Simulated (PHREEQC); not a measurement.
Dissolve 0.25 mol/kgw CdCl2 and 0.025 mol/kgw FeSO4 at 25 °C. Closed to the air; pH follows from the charge balance.

Model: ion-association model, phreeqc.dat, run in PHREEQC.

This is a speciation only: nothing precipitates in the calculation.

Question: Order these Cl species by the share of Cl that they hold, largest first: CdCl3-, Cl-, CdCl+, FeCl+, CdCl2.

Answer: Cl- (42 %), CdCl+ (29 %), CdCl2 (24 %), CdCl3- (4.7 %), FeCl+ (0.31 %)

Question: Order these Cd species by the share of Cd that they hold, largest first: CdCl3-, CdCl+, CdCl2, CdSO4, Cd+2.

Answer: CdCl+ (59 %), CdCl2 (24 %), Cd+2 (11 %), CdCl3- (3.1 %), CdSO4 (2.8 %)

The pH is 5.29 and the ionic strength 0.306 mol/kgw.
